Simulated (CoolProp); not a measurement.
Vapour-liquid equilibrium of propane (1) + neopentane (2) at 639 kPa; x and y are mole fractions of (1).

Values from CoolProp's multi-fluid Helmholtz-energy mixture model, Lemmon 2009 and Lemmon 2006; pair parameters Bell 2016.

**Question.** Give the bubble temperature and the first vapour's composition at x = 0.2, 0.5, 0.65. Is there an azeotrope?

**Answer.** x = 0.2: 334.0 K, y = 0.381; x = 0.5: 314.1 K, y = 0.775; x = 0.65: 303.5 K, y = 0.896. No azeotrope shows between x = 0.05 and 0.95.

The pair parameters rest on a limited set of measurements; away from them the model extrapolates.
